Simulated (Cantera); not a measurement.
# Thermodynamics of halide evaporation, hydrolysis and transport, feed PbI2 + H2

Input: 1 mol PbI2, 6.5 mol H2, equilibrated at 0.100 bar.

These are equilibrium values from Cantera (NASA tables, ideal gas, pure condensed phases), not measurements of a reactor. Candidate condensed phases: I2, Pb, PbI2; 10 gas species. The tables' values for PbI4 are old estimates; treat these amounts as uncertain. The numbers say what is thermodynamically allowed, not how fast it happens.

```
T (°C)   x H2       x I   x PbI2     x Pb   x PbI     x HI    x PbI4  n Pb(l)
------  -----  --------  -------  -------  ------  -------  --------  -------
852     0.864  0.000984   0.0964  0.00189  0.0154  0.00915    0.0122   0.0575
927     0.850   0.00288   0.0990  0.00363  0.0231   0.0152   0.00617        0
1002    0.837   0.00784   0.0929  0.00537  0.0289   0.0249   0.00344        0
1077    0.820    0.0170   0.0816  0.00888  0.0367   0.0343   0.00152        0
1152    0.800    0.0313   0.0660   0.0149  0.0448   0.0420  0.000566        0
1227    0.778    0.0510   0.0484   0.0240  0.0508   0.0471  0.000182        0
1302    0.756    0.0747   0.0317   0.0361  0.0522   0.0492   5.06e-5        0
1377    0.735    0.0997   0.0184   0.0500  0.0484   0.0483   1.20e-5        0
1452    0.718     0.123  0.00949   0.0639  0.0405   0.0449   2.46e-6        0
1527    0.705     0.142  0.00448   0.0759  0.0312   0.0403   4.56e-7        0
1602    0.696     0.158  0.00201   0.0852  0.0226   0.0352   8.07e-8        0
```
x: gas mole fraction; n: condensed amount in mol.

At 852 °C the condensed part is Pb(l). From 927 °C to 1602 °C nothing is condensed. The main Pb-bearing gas is PbI2 at 852 °C and Pb at 1602 °C.
